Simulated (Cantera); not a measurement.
Charge: 1 mol TiO2, 0.13 mol Cl2, at 203 Torr.

Equilibrium computed with Cantera from the NASA thermochemical tables; the gas is ideal and each condensed phase is pure. Candidate condensed phases: Ti, TiCl2, TiCl3, TiCl4, TiO, TiO2, Ti2O3, Ti3O5, Ti4O7; 15 gas species. Condensed phases not in the tables: TiOCl. Equilibrium is a limit: real reactors are often held back by kinetics, nucleation or transport.

x: gas mole fraction; n: condensed amount in mol.

```csv
T (°C),x Cl2,x Cl,x TiCl4,x O2,x ClO,n TiO2(rutile)
627,0.999,0.000142,0.000225,0.000225,9.30e-8,1.000
677,0.999,0.000340,0.000421,0.000421,2.60e-7,1.000
727,0.998,0.000747,0.000737,0.000737,6.55e-7,1.000
777,0.996,0.00152,0.00122,0.00122,1.51e-6,1.000
827,0.993,0.00291,0.00193,0.00193,3.22e-6,1.000
877,0.989,?,?,?,?,1.000
927,0.982,0.00902,0.00427,0.00426,1.20e-5,0.999
977,0.973,0.0148,0.00602,0.00601,2.14e-5,0.999
1027,0.960,?,?,?,?,0.999
1077,0.943,0.0356,0.0109,0.0109,5.85e-5,0.999
1127,0.919,0.0525,0.0140,0.0140,9.07e-5,0.998
1177,0.890,0.0749,0.0176,0.0175,0.000135,0.998
```

Q: What belongs in the gaps?

A: 
- 1027, x Cl: 0.0234
- 1027, x TiCl4: 0.00821
- 1027, x O2: 0.00819
- 1027, x ClO: 3.62e-5
- 877, x Cl: 0.00525
- 877, x TiCl4: 0.00293
- 877, x O2: 0.00293
- 877, x ClO: 6.42e-6
